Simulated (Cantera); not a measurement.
A Cantera script and what it prints.

```python
import numpy as np
import cantera as ct

gas_names = """
    Fe FeO Fe(OH)2 H HNO HNO2 HNO3 HO2 H2 H2O H2O2 N NH NH2 NH3 NH2OH NO NO2 NO3 N2 N2H2 N2H4 N2O O OH
    O2 O3
""".split()
cond_names = """
    Fe(a) Fe(c) Fe(d) Fe(L) FeO(s) FeO(L) Fe(OH)2(s) Fe(OH)3(s) Fe2O3(s) Fe3O4(s) H2O(s) H2O(L)
""".split()


# ... load() reads the species with a 1 bar reference pressure and builds the phases ...
atoms = {
    'Fe3O4': {'Fe': 3, 'O': 4},
    'H2': {'H': 2},
    'N2': {'N': 2},
}
top_T = {'Fe2O3(s)': 1830, 'Fe3O4(s)': 1870}  # K; cautious upper limits of use, not melting points


# ... equilibrate(T, P, feed) seeds the gas with the atoms and calls Mixture.equilibrate('TP', solver="vcs", rtol=1e-11, max_steps=5000) ...
results = []
feed = {'Fe3O4': 1, 'H2': 230, 'N2': 53}  # mol
P = 9900  # Pa
for T in [1423, 1473, 1523, 1573, 1623, 1673, 1723, 1773, 1823]:
    mix = equilibrate(T, P, feed)
    results.append((T, P, feed, dict(zip(mix.species_names, mix.species_moles))))

top = {s: max(r[3][s] / sum(r[3][g] for g in gas_names) for r in results) for s in gas_names}
cols = sorted((s for s in top if top[s] > 0.0001), key=lambda s: -top[s])[:9]
seen = [c for c in cond_names if any(r[3].get(c, 0) > 1e-12 for r in results)]
print("log10 of partial pressures in bar; condensed amounts in mol")
print(f"{'T/K':>10s}" + "".join(f"{s[:9]:>10s}" for s in cols + seen))
for T, P, feed, n in results:
    ng = sum(n[g] for g in gas_names)
    print(f"{T:10.4g}" + "".join(f"{np.log10(max(n[s] / ng * P / 1e5, 1e-99)):10.3f}" for s in cols)
          + "".join(f"{n.get(c, 0):10.4g}" for c in seen))
```

Output:

```
log10 of partial pressures in bar; condensed amounts in mol
       T/K        H2        N2       H2O         H        Fe     Fe(c)     Fe(d)     Fe(L)
      1423    -1.102    -1.732    -2.854    -5.729    -7.574         3         0         0
      1473    -1.102    -1.732    -2.854    -5.449    -7.078         3         0         0
      1523    -1.102    -1.732    -2.854    -5.187    -6.615     2.999         0         0
      1573    -1.102    -1.732    -2.854    -4.942    -6.182     2.998         0         0
      1623    -1.102    -1.732    -2.854    -4.711    -5.777     2.995         0         0
      1673    -1.102    -1.732    -2.854    -4.495    -5.397         0     2.989         0
      1723    -1.102    -1.732    -2.854    -4.290    -5.040         0     2.974         0
      1773    -1.103    -1.732    -2.854    -4.097    -4.704         0     2.943         0
      1823    -1.103    -1.732    -2.855    -3.915    -4.390         0         0     2.883
```

These are equilibrium values from Cantera (NASA tables, ideal gas, pure condensed phases), not measurements of a reactor.
